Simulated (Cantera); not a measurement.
Input: 1 mol HgO, 0.68 mol O2, 1.6 mol N2, held at 165 Torr.

Equilibrium computed with Cantera from the NASA thermochemical tables; the gas is ideal and each condensed phase is pure. Candidate condensed phases: Hg, HgO; 10 gas species. Rates play no part.

Problem. At 1448 K, list the 4 most abundant gas species with their mole fractions, and the condensed phases.

Solution. N2 0.423, O2 0.312, Hg 0.265, NO 0.000839. Condensed: gas only.
